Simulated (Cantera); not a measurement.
A freely propagating, adiabatic, planar premixed flame of H2 : O2 : N2 = 1 : 0.5 : 1.75 (molar parts), unburnt at 450 K and 1950 Torr; unity-Lewis-number transport, grid criteria slope 0.08 and curve 0.16, no radiation.

Model: the H2/O2 subset of GRI-Mech 3.0, which has no nitrogen chemistry, integrated in Cantera. The hydrogen kinetics of GRI-Mech 3.0 are dated; newer H2 mechanisms differ, most at raised pressure. Unity Lewis numbers drop preferential diffusion, which matters most where H2 and H carry the flame. Burning velocities carry a grid error of a few per cent, more on coarse grids.

**Question.** Predict: laminar burning velocity; thermal thickness; peak x(O); peak x(H2O2); peak x(H).

**Answer.** 
```json
{
  "laminar_burning_velocity": "348 cm/s",
  "thermal_thickness": "0.100 mm",
  "peak x(O)": "0.0109",
  "peak x(H2O2)": "3.32e-5",
  "peak x(H)": "0.0484"
}
```
